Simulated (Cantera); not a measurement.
**Adiabatic ignition**

An adiabatic, constant-pressure homogeneous reactor starts with C₃H₈ : O₂ : N₂ : CO₂ : H₂ = 1 : 5.26 : 19.8 : 1.2 : 0.73 (molar parts), equivalence ratio 1.0, at 1773 K and 10.0 bar.

Detailed kinetics in Cantera: GRI-Mech 3.0 (53 species, 325 reactions). GRI-Mech 3.0 was tuned for natural gas; its chemistry of propane as a main component is partial and can be far from experiment.

```
t (s)     T (K)   x C₃H₈    x O₂   x CO₂    x C₂H   x CH₂O
--------  -----  -------  ------  ------  -------  -------
2.00e-6    1936  0.00157   0.142  0.0415  2.50e-6  0.00432
4.55e-6    2782   <1e-12  0.0311  0.0689   <1e-12  3.57e-9
1.04e-5    2963   <1e-12  0.0250  0.0815   <1e-12  2.81e-9
2.36e-5    2990   <1e-12  0.0233  0.0839   <1e-12  2.74e-9
5.37e-5    2986   <1e-12  0.0222  0.0837   <1e-12  2.78e-9
0.000122   2979   <1e-12  0.0207  0.0834   <1e-12  2.83e-9
0.000278   2974   <1e-12  0.0196  0.0832   <1e-12  2.87e-9
0.000632   2972   <1e-12  0.0193  0.0831   <1e-12  2.88e-9
0.00144    2972   <1e-12  0.0193  0.0831   <1e-12  2.88e-9
0.00328    2972   <1e-12  0.0193  0.0831   <1e-12  2.88e-9
0.00746    2972   <1e-12  0.0193  0.0831   <1e-12  2.88e-9
0.0170     2972   <1e-12  0.0193  0.0831   <1e-12  2.88e-9
0.0386     2972   <1e-12  0.0193  0.0831   <1e-12  2.88e-9
0.0879     2972   <1e-12  0.0193  0.0831   <1e-12  2.88e-9
0.200      2972   <1e-12  0.0193  0.0831   <1e-12  2.88e-9
```
x: mole fraction; the columns are a selection and need not sum to one.

The time of steepest temperature rise comes out as 2.49 µs. The temperature at 0.200 s comes out as 2972 K, the equilibrium temperature is 2972 K and the x(C₃H₈) at 0.200 s comes out as <1e-12 (gas-phase equilibrium <1e-12). The x(O₂) at 0.200 s is 0.0193 (gas-phase equilibrium 0.0193) and the x(CO₂) at 0.200 s is 0.0831 (gas-phase equilibrium 0.0831).
